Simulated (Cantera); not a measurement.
A Cantera script and what it prints.

```python
import numpy as np
import cantera as ct

gas_names = [...]  # 110 gases of nasa_gas.yaml made of C, H, O
cond_names = """
    C(gr) C6H6(L) C7H8(L) C8H18(L),n-octa H2O(s) H2O(L)
""".split()


# ... load() reads the species with a 1 bar reference pressure and builds the phases ...
atoms = {
    'CO2': {'C': 1, 'O': 2},
    'H2': {'H': 2},
}
top_T = {'C(gr)': 4500}  # K; cautious upper limits of use, not melting points


# ... equilibrate(T, P, feed) seeds the gas with the atoms and calls Mixture.equilibrate('TP', solver="vcs", rtol=1e-11, max_steps=5000) ...
results = []
T = 1475  # K
P = 340000  # Pa
for m in [0.19, 0.29, 0.44, 0.68, 1.1, 1.6, 2.5, 3.9, 6, 9.3]:
    feed = {'CO2': 1, 'H2': m}  # mol
    mix = equilibrate(T, P, feed)
    results.append((T, P, feed, dict(zip(mix.species_names, mix.species_moles))))

top = {s: max(r[3][s] / sum(r[3][g] for g in gas_names) for r in results) for s in gas_names}
cols = sorted((s for s in top if top[s] > 0.0001), key=lambda s: -top[s])[:8]
seen = [c for c in cond_names if any(r[3].get(c, 0) > 1e-12 for r in results)]
print("log10 of partial pressures in bar; condensed amounts in mol")
print(f"{'n(H2)':>10s}" + "".join(f"{s[:9]:>10s}" for s in cols + seen))
for T, P, feed, n in results:
    ng = sum(n[g] for g in gas_names)
    print(f"{feed['H2']:10.4g}" + "".join(f"{np.log10(max(n[s] / ng * P / 1e5, 1e-99)):10.3f}" for s in cols)
          + "".join(f"{n.get(c, 0):10.4g}" for c in seen))
```

Result:

```
log10 of partial pressures in bar; condensed amounts in mol
     n(H2)        H2       CO2       H2O        CO
      0.19    -1.369     0.372    -0.301    -0.301
      0.29    -1.034     0.293    -0.173    -0.173
      0.44    -0.718     0.180    -0.072    -0.072
      0.68    -0.416     0.014    -0.003    -0.003
       1.1    -0.128    -0.235     0.016     0.016
       1.6     0.050    -0.472    -0.013    -0.013
       2.5     0.209    -0.789    -0.092    -0.092
       3.9     0.319    -1.130    -0.208    -0.208
         6     0.391    -1.475    -0.345    -0.345
       9.3     0.440    -1.837    -0.501    -0.501
```

Equilibrium computed with Cantera from the NASA thermochemical tables; the gas is ideal and each condensed phase is pure.
